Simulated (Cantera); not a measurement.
Source: NASA polynomial tables (part measured, part estimated), evaluated in Cantera. Values are per mole of reaction as written; species without (g) are pure solids or liquids, kept so even where they would boil at 1 bar.

### Question
Between 1598 and 1723 K, where is each reaction favourable under standard conditions?
- 4 H(g) + C ⇌ CH4(g)
- 3 C + CH4(g) ⇌ 2 C2H2(g)
- 6 H(g) + 6 C ⇌ C6H6(g)

### Answer
- 4 H(g) + C ⇌ CH4(g): ΔG° is -438 kJ at 1598 K and -394 kJ at 1723 K; it stays negative (K > 1). ΔH° is -993 kJ and ΔS° -347 J/K at 1723 K.
- 3 C + CH4(g) ⇌ 2 C2H2(g): ΔG° is 194 kJ at 1598 K and 168 kJ at 1723 K; it stays positive (K < 1). ΔH° is 533 kJ and ΔS° 212 J/K at 1723 K.
- 6 H(g) + 6 C ⇌ C6H6(g): ΔG° is -405 kJ at 1598 K and -336 kJ at 1723 K; it stays negative (K > 1). ΔH° is -1293 kJ and ΔS° -556 J/K at 1723 K.
